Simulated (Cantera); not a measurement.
Input: 1 mol Fe, 0.0052 mol H2S, 2.6 mol N2, at 75.0 Torr.

Cantera equilibrium calculation (NASA polynomials, part measured and part estimated; ideal gas, pure solids and liquids). Candidate condensed phases: Fe, FeS, FeS2, S; 16 gas species. FeS: taken at fixed stoichiometry. Equilibrium is a limit: real reactors are often held back by kinetics, nucleation or transport. All values below are at 823 K.

Base state: N2 0.998, H2 0.00200 (mole fractions); condensed: Fe(α) + FeS(s).

Q: What changes in the equilibrium state with this change: Fe replaced by Pb?

A: 
```json
[
 {"species": "N2", "before": "0.998", "after": "0.998"},
 {"species": "H2", "before": "0.00200", "after": "0.00199"},
 {"species": "Fe(α), mol", "before": "0.995", "after": "0"},
 {"species": "FeS(s), mol", "before": "0.00520", "after": "0"},
 {"species": "Pb(l), mol", "before": "0", "after": "0.995"},
 {"species": "PbS(s), mol", "before": "0", "after": "0.00518"}
]
```
Further candidate phases: Pb, PbS.
